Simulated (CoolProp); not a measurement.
Ethylene along the isotherm 298.1 K: fugacity coefficient from the reference equation and from simpler models built on Tc = 282.4 K, pc = 5042 kPa, ω = 0.087; each cubic takes its own stable root.

Computed with CoolProp (reference Helmholtz-energy equation of state, Smukala 2000).

```
p (kPa)          phase  reference  van der Waals  Redlich-Kwong  Soave-Redlich-Kwong  Peng-Robinson
-------  -------------  ---------  -------------  -------------  -------------------  -------------
4580               gas        ___         0.7651         0.7472               0.7497         0.7270
9170     supercritical     0.5125         0.5312         0.5165               0.5221         0.4962
13800    supercritical     0.3962         0.4291         0.4058               0.4109         0.3845
18300    supercritical     0.3414            ___         0.3531               0.3579         0.3303
22900    supercritical     0.3103         0.3637         0.3234               0.3280         0.2987
27500    supercritical     0.2925         0.3559         0.3065               0.3110         0.2796
32100    supercritical     0.2826         0.3567         0.2973               0.3018         0.2681
36700    supercritical     0.2779         0.3636         0.2933               0.2979            ___
41300    supercritical     0.2769         0.3754         0.2931               0.2977         0.2583
45800    supercritical     0.2788         0.3910         0.2957               0.3004         0.2577
50400    supercritical     0.2830         0.4109         0.3006               0.3056         0.2592
```

Question: Fill in the missing entries.

Answer: 
- 4580, reference: 0.7502
- 18300, van der Waals: 0.3848
- 36700, Peng-Robinson: 0.2614
